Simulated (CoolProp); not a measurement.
Aqueous methanol as a coolant, 56 % by mass, freezing at -65.3 °C, 1 atm.

Computed with CoolProp (Melinder's fits for secondary coolants).

| T (°C) | conductivity (W/(m K)) | viscosity (mPa s) | density (kg/m³) | cp (kJ/(kg K)) |
|---|---|---|---|---|
| -2.6 | 0.319 | 3.34 | 918.9 | 3.274 |
| 0.8 | 0.320 | 2.98 | 916.6 | 3.308 |
| 4.3 | 0.321 | 2.65 | 914.2 | 3.341 |
| 7.8 | 0.321 | 2.38 | 911.8 | 3.372 |
| 11.3 | 0.322 | 2.14 | 909.4 | 3.400 |
| 14.8 | 0.322 | 1.93 | 906.9 | 3.426 |
| 18.2 | 0.323 | 1.76 | 904.5 | 3.449 |
| 21.7 | 0.324 | 1.60 | 902.1 | 3.470 |
| 25.2 | 0.324 | 1.46 | 899.6 | 3.489 |
| 28.7 | 0.325 | 1.33 | 897.1 | 3.504 |
| 32.2 | 0.326 | 1.22 | 894.7 | 3.517 |
| 35.6 | 0.327 | 1.12 | 892.3 | 3.526 |
